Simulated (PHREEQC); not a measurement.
A solution holds 15 mmol/kgw HCl, 11 mmol/kgw MnSO4 and 0.24 mmol/kgw MgSO4, at 35 °C. Closed to the air; pH follows from the charge balance.

All values are PHREEQC results (ion-association model, phreeqc.dat), not measurements.

This is a speciation only: nothing precipitates in the calculation.

**Question.** What pH, specific conductance does the model give?

**Answer.** pH 2.01; specific conductance 7380 µS/cm.

**Question.** In which forms is Cl present?

**Answer.** Cl- 98 %, MnCl+ 1.7 % of the Cl.
